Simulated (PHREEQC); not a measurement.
Consider water at 25 °C with 4.4 mmol/kgw Na2SO4 and 0.053 mmol/kgw MgSO4. Closed to the air; pH follows from the charge balance.

The numbers come from PHREEQC with the Pitzer model, pitzer.dat.

This is a speciation only: nothing precipitates in the calculation.

What specific conductance does the model give?

specific conductance 1020 µS/cm.

Complexes and solids missing from the database can't appear.
